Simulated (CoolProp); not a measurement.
Vapour-liquid equilibrium of R13 (1) + isobutane (2) at 0.256 MPa; x and y are mole fractions of (1).

Model: multi-fluid Helmholtz-energy mixture model, Platzer 1990 and Bücker 2006; pair parameters Bell 2016, in CoolProp. This equation is an older, rougher fit; its heat capacities, sound speeds and derivatives of the liquid may be far off and weren't checked against measurements.

### Question
Give the bubble temperature and the first vapour's composition at x = 0.25, 0.45, 0.85. Is there an azeotrope?

### Answer
x = 0.25: 235.5 K, y = 0.890; x = 0.45: 224.5 K, y = 0.948; x = 0.85: 214.4 K, y = 0.987. No azeotrope shows between x = 0.05 and 0.95.

Pair parameters are fitted to limited data, so mixtures are less certain than the pure fluids.
